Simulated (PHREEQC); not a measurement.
1 kg of water holding 0.18 mol Na2SO4, 0.0035 mol NaHCO3, 0.027 mol NaCl, 0.065 mol KCl and 0.59 mol Na2CO3 is evaporated at 25 °C; the solids stay in contact with the brine. No CO2 enters from the air. The run lets Arcanite, Burkeite, Glaserite, Halite, Kalicinite, Mirabilite, Misenite, Nahcolite, Natron, Sylvite, Thenardite, Trona precipitate or redissolve, and no other solid.

All values are PHREEQC results (Pitzer model, pitzer.dat), not measurements.

```
water left (kg)  ionic strength  water activity  Natron (mol)  Burkeite (mol)  Sylvite (mol)  Glaserite (mol)  Trona (mol)     pH
---------------  --------------  --------------  ------------  --------------  -------------  ---------------  -----------  -----
1                          2.40           0.969             0               0              0                0            0  11.44
0.8219                     2.92               ?             0               0              0                0            0  11.46
0.6755                        ?           0.955             0               0              0                0            0  11.48
0.5552                     4.33           0.945             0               0              0                0            0  11.50
0.4564                     5.27               ?             0               0              0                0            0  11.52
0.3751                     6.41           0.918             0               0              0                0            0  11.54
0.3083                        ?           0.897             0               0              0                0            0  11.56
0.2534                     9.49               ?             0               0              0                0            0  11.59
0.1995                     11.3           0.836        0.0485               0              0                0            0  11.58
0.1327                     13.1               ?         0.214               ?              0                0            0  11.46
0.089                      13.2               ?         0.287          0.0414              0                0            0  11.33
0.04965                    13.2           0.745         0.367          0.0683              0          0.00617     0.000202  11.12
0.02567                    16.2           0.639         0.385          0.0884         0.0272                0      0.00327  12.02
```

### Question
Complete the blanks.

### Answer

- 0.8219, water activity: 0.962
- 0.6755, ionic strength: 3.56
- 0.4564, water activity: 0.933
- 0.3083, ionic strength: 7.80
- 0.2534, water activity: 0.870
- 0.1327, water activity: 0.796
- 0.1327, Burkeite (mol): 0.00244
- 0.089, water activity: 0.780
